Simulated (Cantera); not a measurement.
An adiabatic, constant-pressure homogeneous reactor starts with CH₄ : O₂ : N₂ : H₂O = 1 : 2.15 : 8.09 : 0.25 (molar parts), at 1198 K and 760 Torr. Integrator tolerance rtol = 1e-08.

Model: GRI-Mech 3.0 (53 species, 325 reactions), integrated in Cantera.

```tsv
quantity	before	after
time of steepest temperature rise	47.5 ms	6.70 ms
temperature at 1.00 s	2574 K	2672 K
equilibrium temperature	2574 K	2672 K
x(CH₄) at 1.00 s	<1e-12 (gas-phase equilibrium <1e-12)	<1e-12 (gas-phase equilibrium <1e-12)
x(O₂) at 1.00 s	0.0213 (gas-phase equilibrium 0.0213)	0.0174 (gas-phase equilibrium 0.0174)
x(H₂O) at 1.00 s	0.173 (gas-phase equilibrium 0.173)	0.180 (gas-phase equilibrium 0.180)
x(CH₂O) at 1.00 s	9.25e-11 (gas-phase equilibrium 9.25e-11)	3.24e-10 (gas-phase equilibrium 3.24e-10)
x(CO₂) at 1.00 s	0.0621 (gas-phase equilibrium 0.0621)	0.0689 (gas-phase equilibrium 0.0689)
x(NO) at 1.00 s	0.00776 (gas-phase equilibrium 0.00776)	0.00823 (gas-phase equilibrium 0.00823)
```

Question: Which change was made?
A) constant volume in place of constant pressure
B) initial temperature 1198 to 1673 K
C) pressure from 760 Torr to 5480 Torr
D) pressure from 760 Torr to 975 Torr

Answer: C, pressure from 760 Torr to 5480 Torr
